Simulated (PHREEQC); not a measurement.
# Acid rinse or clean with leach liquor: an equilibrium model

Solution A (0.008 mol HF and 0.0031 mol NiCl2 per kg of water) is mixed with solution B (0.0056 mol/kgw H2SO4, 0.036 mol/kgw Li2SO4 and 0.0022 mol/kgw Fe2(SO4)3) at 25 °C; shares are by mass of water, 1 kg in all. Oxygen alone is held at its pressure in air (log pO2 = -0.68). The system is closed to CO2. Solids allowed: Fe(OH)3(a), Ni(OH)2, Ni4(OH)6SO4, Morenosite. Others were left out.

Model: ion-association model, wateq4f.dat, run in PHREEQC.

Problem. Predict Ni+2 (mol/kgw), FeSO4+ (mol/kgw), HF (mol/kgw) at share of solution B = 0.35, 0.45, 0.7.

Solution. 
| share of solution B | Ni+2 (mol/kgw) | FeSO4+ (mol/kgw) | HF (mol/kgw) |
|---|---|---|---|
| 0.35 | 0.00131 | 1.41e-5 | 0.00161 |
| 0.45 | 0.00106 | 9.74e-5 | 0.000782 |
| 0.7 | 0.000539 | 0.00115 | 0.000178 |

Fluoro complexes past AlF4- and FeF3 are missing from the database.
